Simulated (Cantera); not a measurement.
A Cantera script and what it prints.

```python
import numpy as np
import cantera as ct

gas_names = [...]  # 151 gases of nasa_gas.yaml made of C, H, N, O, Si
cond_names = """
    C(gr) C6H6(L) C7H8(L) C8H18(L),n-octa H2O(s) H2O(L) Si(cr) Si(L) SiC(b) SiO2(Lqz) SiO2(hqz) SiO2(L)
    Si2N2O(s) Si3N4(a)
""".split()


# ... load() reads the species with a 1 bar reference pressure and builds the phases ...
atoms = {
    'Si3N4': {'Si': 3, 'N': 4},
    'CO2': {'C': 1, 'O': 2},
    'N2': {'N': 2},
    'H2O': {'H': 2, 'O': 1},
}
top_T = {'C(gr)': 4500, 'SiC(b)': 3050, 'Si2N2O(s)': 2100, 'Si3N4(a)': 2400}  # K; cautious upper limits of use, not melting points


# ... equilibrate(T, P, feed) seeds the gas with the atoms and calls Mixture.equilibrate('TP', solver="vcs", rtol=1e-11, max_steps=5000) ...
results = []
feed = {'Si3N4': 1, 'CO2': 0.099, 'N2': 370, 'H2O': 0.41}  # mol
P = 0.79  # Pa
for T in [1248, 1273, 1298, 1323, 1348, 1373, 1398, 1423, 1448, 1473, 1498, 1523, 1548, 1573]:
    mix = equilibrate(T, P, feed)
    results.append((T, P, feed, dict(zip(mix.species_names, mix.species_moles))))
    x = sorted(zip(gas.X, gas.species_names), reverse=True)
    print(f"T = {T:g} K  P = {P:g} Pa  gas = {mix.phase_moles(0):.4g} mol")
    print("   x: " + "  ".join(f"{s} {v:.3e}" for v, s in x if v > 1e-05))
    print("   condensed (mol): " + ("  ".join(f"{mix.phase(i).name} {mix.phase_moles(i):.4g}"
          for i in range(1, mix.n_phases) if mix.phase_moles(i) > 1e-12) or "none"))
```

Output:

```
T = 1248 K  P = 0.79 Pa  gas = 370.7 mol
   x: N2 9.988e-01  H2 1.103e-03  CO 4.053e-05  SiO 1.664e-05
   condensed (mol): SiC(b) 0.08392  Si2N2O(s) 0.5868  Si3N4(a) 0.5788
T = 1273 K  P = 0.79 Pa  gas = 370.7 mol
   x: N2 9.988e-01  H2 1.102e-03  CO 5.431e-05  SiO 5.006e-05
   condensed (mol): SiC(b) 0.07881  Si2N2O(s) 0.5693  Si3N4(a) 0.588
T = 1298 K  P = 0.79 Pa  gas = 370.8 mol
   x: N2 9.987e-01  H2 1.099e-03  SiO 1.442e-04  CO 7.195e-05  H 1.264e-05
   condensed (mol): SiC(b) 0.07228  Si2N2O(s) 0.5278  Si3N4(a) 0.6061
T = 1323 K  P = 0.79 Pa  gas = 370.9 mol
   x: N2 9.984e-01  H2 1.096e-03  SiO 3.990e-04  CO 9.427e-05  H 1.868e-05
   condensed (mol): SiC(b) 0.06399  Si2N2O(s) 0.425  Si3N4(a) 0.6456
T = 1348 K  P = 0.79 Pa  gas = 371.2 mol
   x: N2 9.977e-01  H2 1.091e-03  SiO 1.062e-03  CO 1.222e-04  H 2.719e-05
   condensed (mol): SiC(b) 0.05358  Si2N2O(s) 0.1683  Si3N4(a) 0.7374
T = 1373 K  P = 0.79 Pa  gas = 371.5 mol
   x: N2 9.972e-01  SiO 1.548e-03  H2 1.084e-03  CO 8.914e-05  H 3.901e-05  Si 2.621e-05
   condensed (mol): SiC(b) 0.06584  Si3N4(a) 0.7831
T = 1398 K  P = 0.79 Pa  gas = 371.5 mol
   x: N2 9.972e-01  SiO 1.589e-03  H2 1.076e-03  Si 7.745e-05  H 5.522e-05  CO 4.703e-05
   condensed (mol): SiC(b) 0.08147  Si3N4(a) 0.7662
T = 1423 K  P = 0.79 Pa  gas = 373.1 mol
   x: N2 9.970e-01  SiO 1.597e-03  H2 1.060e-03  Si 1.933e-04  H 7.695e-05  CO 3.227e-05
   condensed (mol): Si(cr) 2.243  SiC(b) 0.08686
T = 1448 K  P = 0.79 Pa  gas = 373.2 mol
   x: N2 9.968e-01  SiO 1.594e-03  H2 1.046e-03  Si 3.701e-04  H 1.060e-04  CO 3.553e-05
   condensed (mol): Si(cr) 2.179  SiC(b) 0.08555
T = 1473 K  P = 0.79 Pa  gas = 373.3 mol
   x: N2 9.965e-01  SiO 1.590e-03  H2 1.026e-03  Si 6.930e-04  H 1.442e-04  CO 3.899e-05
   condensed (mol): Si(cr) 2.058  SiC(b) 0.08406
T = 1498 K  P = 0.79 Pa  gas = 373.5 mol
   x: N2 9.959e-01  SiO 1.585e-03  Si 1.270e-03  H2 1.001e-03  H 1.934e-04  CO 4.264e-05
   condensed (mol): Si(cr) 1.841  SiC(b) 0.08227
T = 1523 K  P = 0.79 Pa  gas = 373.9 mol
   x: N2 9.948e-01  Si 2.282e-03  SiO 1.580e-03  H2 9.681e-04  H 2.558e-04  CO 4.646e-05  Si2N 1.152e-05
   condensed (mol): Si(cr) 1.458  SiC(b) 0.07996
T = 1548 K  P = 0.79 Pa  gas = 374.6 mol
   x: N2 9.930e-01  Si 4.022e-03  SiO 1.573e-03  H2 9.271e-04  H 3.336e-04  CO 5.045e-05  Si2N 1.884e-05  SiN 1.187e-05
   condensed (mol): Si(cr) 0.7952  SiC(b) 0.07665
T = 1573 K  P = 0.79 Pa  gas = 375.4 mol
   x: N2 9.909e-01  Si 6.138e-03  SiO 1.550e-03  H2 8.770e-04  H 4.284e-04  CO 6.955e-05  Si2N 2.358e-05  SiN 1.640e-05  Si2C 1.614e-05  Si2 1.136e-05
   condensed (mol): SiC(b) 0.06662
```

These are equilibrium values from Cantera (NASA tables, ideal gas, pure condensed phases), not measurements of a reactor. Mutual solubility and eutectic melting of coexisting phases are not modelled. The tables' values for SiN are old estimates; treat these amounts as uncertain.
